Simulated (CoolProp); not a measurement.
A simple Rankine cycle with water: condensing at 316.15 K, boiler at 0.75 MPa, turbine inlet 442.9 K, turbine efficiency 0.85, pump efficiency 0.7, no recuperator. Each further row changes one setting.

Values from CoolProp's reference Helmholtz-energy equation of state, Wagner 2002.

```tsv
case	thermal efficiency (%)	net work (kJ/kg)	heat in (kJ/kg)	turbine exit temperature (K)	volume ratio over the turbine
as stated	21.9	566	2590	316.2	55.2
turbine inlet 462.9 K	21.9	579	2640	316.2	53.1
condensing temperature 308.15 K	23.2	608	2620	308.1	81.7
boiler pressure 0.525 MPa	20.3	529	2610	316.2	38.9
turbine efficiency 0.75	19.3	500	2590	316.2	57.0
```

The expansion ends wet for: as stated; turbine inlet 462.9 K; condensing temperature 308.15 K; boiler pressure 0.525 MPa; turbine efficiency 0.75.
